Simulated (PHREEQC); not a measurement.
# Silver or lead bath: an equilibrium model

Make-up at 70 °C: 0.0026 mol/kgw PbCl2 and 0.0001 mol/kgw Cu(NO3)2. Closed to the air; pH follows from the charge balance.

Equilibrium calculation in PHREEQC: ion-association model, phreeqc.dat.

* **pH**: 5.24
* **ionic strength**: 0.00680 mol/kgw

```
species  molality  activity   log γ
-------  --------  --------  ------
Cl-       0.00455   0.00414  -0.042
Pb+2      0.00195   0.00133  -0.165
PbCl+    0.000637  0.000579  -0.041
NO3-     0.000196  0.000178  -0.042
Cu+2      9.36e-5   6.51e-5  -0.158
H+        6.29e-6   5.78e-6  -0.037
CuCl+     5.41e-6   4.92e-6  -0.041
PbOH+     4.95e-6   4.50e-6  -0.041
```

No solid was allowed to form. The solution is supersaturated, for example in Pb(OH)2, so a real one may precipitate; this is no full list. Away from 25 °C the constants follow the database's enthalpies or fits; those with neither stay at their 25 °C values.
